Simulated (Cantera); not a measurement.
An adiabatic, constant-pressure homogeneous reactor starts with H₂ : O₂ : N₂ : NO = 1 : 0.794 : 2.98 : 0.0072 (molar parts), at 1775 K and 3.00 bar.

Model: GRI-Mech 3.0 (53 species, 325 reactions), integrated in Cantera. The hydrogen kinetics of GRI-Mech 3.0 are dated; newer H2 mechanisms differ, most at raised pressure.

**Question.** Predict: time of steepest temperature rise; temperature at 0.100 s; equilibrium temperature; x(H₂) at 0.100 s; x(O₂) at 0.100 s; x(NO) at 0.100 s; x(N₂O) at 0.100 s; x(OH) at 0.100 s; x(H) at 0.100 s.

**Answer.** time of steepest temperature rise: 2.21 µs
temperature at 0.100 s: 2857 K
equilibrium temperature: 2857 K
x(H₂) at 0.100 s: 0.0132 (gas-phase equilibrium 0.0132)
x(O₂) at 0.100 s: 0.0548 (gas-phase equilibrium 0.0548)
x(NO) at 0.100 s: 0.0188 (gas-phase equilibrium 0.0188)
x(N₂O) at 0.100 s: 1.69e-6 (gas-phase equilibrium 1.69e-6)
x(OH) at 0.100 s: 0.0293 (gas-phase equilibrium 0.0293)
x(H) at 0.100 s: 0.00667 (gas-phase equilibrium 0.00667)
